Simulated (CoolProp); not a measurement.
Carbonyl sulfide along the isobar 891 kPa: fugacity coefficient from the reference equation and from simpler models built on Tc = 378.8 K, pc = 6369 kPa, ω = 0.098; each cubic takes its own stable root.

The numbers come from the reference Helmholtz-energy equation of state, Lemmon 2006 in CoolProp. It is a short technical equation, of lower accuracy than the large ones.

```
T (K)  phase  reference  van der Waals  Redlich-Kwong  Soave-Redlich-Kwong  Peng-Robinson
-----  -----  ---------  -------------  -------------  -------------------  -------------
331.8    gas     0.9302         0.9432         0.9312               0.9301         0.9245
339.5    gas     0.9350         0.9462         0.9355               0.9345         0.9290
347.2    gas     0.9393         0.9490         0.9394               0.9387         0.9333
354.8    gas     0.9432         0.9515         0.9430               0.9425         0.9371
362.5    gas     0.9468         0.9540         0.9464               0.9460         0.9408
370.2    gas     0.9501         0.9562         0.9495               0.9493         0.9442
377.9    gas     0.9532         0.9584         0.9524               0.9524         0.9473
385.6    gas     0.9560         0.9604         0.9551               0.9552         0.9502
393.3    gas     0.9586         0.9622         0.9576               0.9579         0.9530
```
